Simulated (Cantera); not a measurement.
**Equilibrium for iron carbonyl, mercury and lead vapours: Pb + CO + H₂**

Feed: 1 mol Pb, 0.87 mol CO, a varied amount of H₂, at 775 K and 0.133 bar.

Equilibrium computed with Cantera from the NASA thermochemical tables; the gas is ideal and each condensed phase is pure. Candidate condensed phases: C, C₆H₆, C₇H₈, C₈H₁₈, H₂O, Pb, PbO, PbO₂, Pb₃O₄; 113 gas species. Rates play no part.

| n(H₂) (mol) | x H₂ | x CO₂ | x H₂O | x CH₄ | x CO | x C₂H₆ | x Pb | x C₂H₄ | n C(graphite) | n Pb(l) |
|---|---|---|---|---|---|---|---|---|---|---|
| 0.5 | 0.317 | 0.345 | 0.203 | 0.0274 | 0.107 | 3.35e-8 | 1.87e-7 | 1.99e-9 | 0.453 | 1.00 |
| 0.99 | 0.452 | 0.194 | 0.218 | 0.0557 | 0.0800 | 9.72e-8 | 1.87e-7 | 4.04e-9 | 0.452 | 1.00 |
| 1.5 | 0.531 | 0.124 | 0.204 | 0.0769 | 0.0639 | 1.58e-7 | 1.87e-7 | 5.57e-9 | 0.424 | 1.00 |
| 2 | 0.581 | 0.0868 | 0.187 | 0.0920 | 0.0535 | 2.06e-7 | 1.87e-7 | 6.66e-9 | 0.382 | 1.00 |
| 2.5 | 0.616 | 0.0644 | 0.171 | 0.103 | 0.0461 | 2.45e-7 | 1.87e-7 | 7.49e-9 | 0.332 | 1.00 |
| 3 | 0.641 | 0.0498 | 0.156 | 0.112 | 0.0405 | 2.77e-7 | 1.87e-7 | 8.12e-9 | 0.276 | 1.000 |
| 3.5 | 0.661 | 0.0397 | 0.144 | 0.119 | 0.0361 | 3.04e-7 | 1.87e-7 | 8.63e-9 | 0.216 | 1.000 |
| 3.9 | 0.674 | 0.0337 | 0.135 | 0.124 | 0.0333 | 3.22e-7 | 1.87e-7 | 8.97e-9 | 0.166 | 1.000 |
| 4.4 | 0.687 | 0.0279 | 0.125 | 0.129 | 0.0303 | 3.42e-7 | 1.87e-7 | 9.33e-9 | 0.101 | 1.000 |
| 4.9 | 0.698 | 0.0236 | 0.117 | 0.133 | 0.0278 | 3.58e-7 | 1.87e-7 | 9.64e-9 | 0.0344 | 1.000 |
| 5.4 | 0.713 | 0.0194 | 0.112 | 0.131 | 0.0246 | 3.41e-7 | 1.87e-7 | 8.98e-9 | 0 | 1.000 |
| 5.9 | 0.731 | 0.0156 | 0.108 | 0.124 | 0.0209 | 2.97e-7 | 1.87e-7 | 7.62e-9 | 0 | 1.000 |
| 6.4 | 0.748 | 0.0126 | 0.105 | 0.117 | 0.0179 | 2.60e-7 | 1.87e-7 | 6.53e-9 | 0 | 1.000 |
x: gas mole fraction; n: condensed amount in mol.

From 0.5 mol H₂ to 4.9 mol H₂ the condensed part is C(graphite) + Pb(l). From 5.4 mol H₂ to 6.4 mol H₂ the condensed part is Pb(l). The main Pb-bearing gas is Pb throughout.
